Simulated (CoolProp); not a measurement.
Properties of propylene glycol along the isobar 8950 kPa (Tc = 674.0 K, pc = 7292 kPa, ω = 0.327).

Computed with CoolProp (reference Helmholtz-energy equation of state, Eisenbach 2021).

| T (K) | phase | density (kg/m³) | cv (kJ/(kg K)) |
|---|---|---|---|
| 392 | liquid | [?] | 2.582 |
| 414.8 | liquid | 944.0 | 2.671 |
| 437.6 | liquid | 923.8 | 2.754 |
| 460.4 | liquid | 902.5 | [?] |
| 483.2 | liquid | 880.0 | [?] |
| 506 | liquid | 856.1 | 2.973 |
| 528.8 | liquid | 830.3 | 3.037 |
| 551.6 | liquid | [?] | 3.097 |
| 574.4 | liquid | 771.6 | 3.153 |
| 597.2 | liquid | 736.9 | 3.207 |
| 620 | liquid | 696.3 | 3.259 |

Question: Complete the blanks.

Answer: 
- 392, density (kg/m³): 963.4
- 460.4, cv (kJ/(kg K)): 2.832
- 483.2, cv (kJ/(kg K)): 2.905
- 551.6, density (kg/m³): 802.4
